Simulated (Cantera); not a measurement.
Input (Python, Cantera):

```python
import numpy as np
import cantera as ct

gas = ct.Solution("gri30.yaml")
gas.TPX = 1775, 100000, {'CH4': 1, 'CO': 0.15, 'O2': 4.72, 'N2': 47.2, 'H2O': 2.8}
reactor = ct.IdealGasConstPressureReactor(gas, energy="on", clone=False)
net = ct.ReactorNet([reactor])
net.rtol, net.atol = 1e-08, 1e-16
show = ['CH4', 'CO', 'O2', 'H', 'O', 'H2O2', 'C2H2']
times = np.geomspace(2e-06, 8, 16)

steps = ct.SolutionArray(gas, extra=["t"])
rows = []
print(f"{'t/s':>10s}{'T/K':>9s}{'P/Pa':>11s}" + "".join(f"{s:>11s}" for s in show))
for t in times:
    while net.time < t:
        t_next = net.step()
        steps.append(gas.state, t=t_next)
    rows.append([np.interp(t, steps.t, y) for y in (steps.T, steps.P, *steps(*show).X.T)])
    print(f"{t:10.3e}{rows[-1][0]:9.1f}{rows[-1][1]:11.4g}" + "".join(f"{x:11.3e}" for x in rows[-1][2:]))
rate = np.gradient(steps.T, steps.t)
print("integrator steps:", len(steps.t))
if steps.T.max() > steps.T[0] + 200:
    print(f"time of steepest temperature rise: {steps.t[rate.argmax()]:.4e} s")
gas.TPX = 1775, 100000, {'CH4': 1, 'CO': 0.15, 'O2': 4.72, 'N2': 47.2, 'H2O': 2.8}
gas.equilibrate("HP")
print(f"equilibrium (HP): T = {gas.T:.1f} K  " + "  ".join(f"{s} {gas[s].X[0]:.3e}" for s in show))
```

Result:

```
       t/s      T/K       P/Pa        CH4         CO         O2          H          O       H2O2       C2H2
 2.000e-06   1775.0      1e+05  1.790e-02  2.685e-03  8.448e-02  3.583e-07  2.295e-07  4.151e-09  1.448e-15
 5.510e-06   1775.0      1e+05  1.789e-02  2.685e-03  8.448e-02  3.961e-07  3.641e-07  1.317e-08  2.404e-13
 1.518e-05   1774.9      1e+05  1.787e-02  2.685e-03  8.447e-02  4.672e-07  5.045e-07  3.029e-08  3.151e-11
 4.183e-05   1774.7      1e+05  1.778e-02  2.685e-03  8.444e-02  7.742e-07  1.005e-06  5.346e-08  3.349e-09
 1.152e-04   1775.4      1e+05  1.705e-02  2.743e-03  8.406e-02  5.632e-06  5.298e-06  1.795e-07  5.989e-07
 3.175e-04   2015.0      1e+05  2.725e-18  4.664e-03  4.737e-02  3.639e-03  5.402e-03  1.495e-07  1.288e-23
 8.747e-04   2125.7      1e+05  3.408e-20  1.429e-03  4.673e-02  4.990e-04  1.474e-03  6.999e-08 -1.745e-24
 2.410e-03   2155.1      1e+05 -7.059e-20  4.892e-04  4.681e-02  1.003e-04  5.104e-04  5.496e-08 -8.204e-22
 6.639e-03   2157.1      1e+05  2.350e-21  4.181e-04  4.680e-02  8.176e-05  4.459e-04  5.489e-08  7.397e-25
 1.829e-02   2156.9      1e+05  2.315e-21  4.175e-04  4.674e-02  8.156e-05  4.447e-04  5.481e-08  7.499e-27
 5.040e-02   2156.1      1e+05  2.296e-21  4.160e-04  4.657e-02  8.108e-05  4.417e-04  5.460e-08  7.369e-27
 1.388e-01   2154.3      1e+05  2.250e-21  4.125e-04  4.615e-02  7.992e-05  4.344e-04  5.407e-08  7.016e-27
 3.825e-01   2150.6      1e+05  2.156e-21  4.057e-04  4.531e-02  7.765e-05  4.201e-04  5.304e-08  6.338e-27
 1.054e+00   2146.9      1e+05  2.059e-21  3.987e-04  4.445e-02  7.538e-05  4.058e-04  5.199e-08  5.687e-27
 2.904e+00   2146.0      1e+05  2.037e-21  3.971e-04  4.425e-02  7.487e-05  4.025e-04  5.175e-08  5.545e-27
 8.000e+00   2146.0      1e+05  2.037e-21  3.971e-04  4.425e-02  7.486e-05  4.025e-04  5.175e-08  5.544e-27
integrator steps: 1607
time of steepest temperature rise: 2.1285e-04 s
equilibrium (HP): T = 2146.0 K  CH4 3.239e-21  CO 3.971e-04  O2 4.425e-02  H 7.486e-05  O 4.025e-04  H2O2 5.175e-08  C2H2 6.605e-27
```

Model: GRI-Mech 3.0 (53 species, 325 reactions), integrated in Cantera.
